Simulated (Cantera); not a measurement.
An adiabatic, constant-pressure homogeneous reactor starts with C3H8 : O2 : N2 = 1 : 2.27 : 8.55 (molar parts), at 1198 K and 158 Torr.

Detailed kinetics in Cantera: GRI-Mech 3.0 (53 species, 325 reactions). GRI-Mech 3.0 was tuned for natural gas; its chemistry of propane as a main component is partial and can be far from experiment.

x: mole fraction; the columns are a selection and need not sum to one.

```csv
t (s),T (K),x C3H8,x O2,x HCO,x NO2,x CH4,x OH
7.00e-6,1198,0.0846,0.192,<1e-12,<1e-12,9.59e-9,(withheld)
1.54e-5,1198,0.0846,0.192,<1e-12,<1e-12,4.89e-8,(withheld)
3.41e-5,1198,0.0846,0.192,<1e-12,<1e-12,2.56e-7,(withheld)
7.52e-5,1198,0.0846,0.192,3.93e-12,<1e-12,1.34e-6,(withheld)
0.000166,1198,0.0845,0.192,6.14e-11,<1e-12,7.08e-6,(withheld)
0.000366,1197,0.0843,0.192,8.45e-10,<1e-12,3.77e-5,2.93e-7
0.000807,1197,0.0837,0.192,3.79e-9,<1e-12,0.000162,3.07e-7
0.00178,1197,0.0823,0.191,1.03e-8,<1e-12,0.000492,(withheld)
0.00393,1197,0.0789,0.189,2.79e-8,<1e-12,0.00132,(withheld)
0.00867,1203,0.0688,0.183,1.20e-7,<1e-12,0.00385,(withheld)
0.0191,2238,<1e-12,7.66e-7,2.17e-7,1.67e-10,0.000528,(withheld)
0.0422,2223,<1e-12,1.18e-6,4.04e-8,3.85e-10,1.88e-8,(withheld)
0.0931,2217,<1e-12,1.75e-6,4.71e-8,2.55e-10,7.29e-12,0.000383
0.205,2217,<1e-12,1.80e-6,4.75e-8,1.39e-10,6.07e-12,0.000388
0.453,2217,<1e-12,1.81e-6,4.75e-8,7.77e-11,5.77e-12,0.000389
1.00,2218,<1e-12,1.81e-6,4.75e-8,5.66e-11,5.70e-12,0.000389
```

Fill in the missing entries.


- 7.00e-6, x OH: 3.25e-9
- 1.54e-5, x OH: 6.96e-9
- 3.41e-5, x OH: 1.32e-8
- 7.52e-5, x OH: 3.46e-8
- 0.000166, x OH: 1.23e-7
- 0.00178, x OH: 3.43e-7
- 0.00393, x OH: 4.46e-7
- 0.00867, x OH: 9.84e-7
- 0.0191, x OH: 0.000266
- 0.0422, x OH: 0.000316
